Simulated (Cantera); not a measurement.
Charge: 1 mol SiH4, 7.5 mol NO, 0.15 mol H2, held at 302 °C and 0.525 Torr.

Cantera equilibrium calculation (NASA polynomials, part measured and part estimated; ideal gas, pure solids and liquids). Candidate condensed phases: H2O, Si, SiO2, Si2N2O, Si3N4; 35 gas species. Rates play no part.

Task: What is the equilibrium state?

Result: 
- x(N2) = 0.495
- x(H2O) = 0.284
- x(O2) = 0.221
- n(SiO2(α-quartz)) = 1.00 mol
- gas amount = 7.575 mol
- log10 activity of Si(s) (absent) = -69.40
